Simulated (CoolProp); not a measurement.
R1234yf along the isobar 3.85 MPa: fugacity coefficient from the reference equation and from simpler models built on Tc = 94.7 °C, pc = 3.384 MPa, ω = 0.276; each cubic takes its own stable root.

The numbers come from the reference Helmholtz-energy equation of state, Lemmon 2022 in CoolProp.

| T (°C) | phase | reference |
|---|---|---|
| 55.75 | liquid | 0.3315 |
| 67.35 | liquid | 0.4043 |
| 78.95 | liquid | 0.4819 |
| 90.55 | liquid | 0.5617 |
| 102.05 | supercritical | 0.6352 |
| 113.65 | supercritical | 0.6806 |
| 125.25 | supercritical | 0.7151 |
| 136.85 | supercritical | 0.7442 |

**Question.** How far does each simpler model (van der Waals, Redlich-Kwong, Soave-Redlich-Kwong, Peng-Robinson) lie from the reference over these 8 states: mean and median of the absolute difference, and the worst?

**Answer.** 
- van der Waals: mean 13.4 %, median 7.3 %, worst +41.7 % at 55.75 °C and 3.85 MPa
- Redlich-Kwong: mean 5.3 %, median 2.5 %, worst +16.4 % at 55.75 °C and 3.85 MPa
- Soave-Redlich-Kwong: mean 2.7 %, median 2.4 %, worst +4.5 % at 55.75 °C and 3.85 MPa
- Peng-Robinson: mean 1.3 %, median 1.4 %, worst -2.3 % at 125.25 °C and 3.85 MPa
